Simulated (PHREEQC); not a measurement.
Make-up at 25 °C: 0.00024 mol CO2 and 0.0053 mol (CH3)4NCl per kg of water. Closed to the air; pH follows from the charge balance.

Equilibrium calculation in PHREEQC: ion-association model, wateq4f.dat.

No solid was allowed to form.

### Question
Predict the pH.

### Answer
pH 4.99.

### Question
In which forms is C present?

### Answer
CO2 95 %, HCO3- 4.5 % of the C.

Complexes and solids missing from the database can't appear. (CH3)4N+ isn't in the database: it is added as a free cation with an ion size of 4 Å.
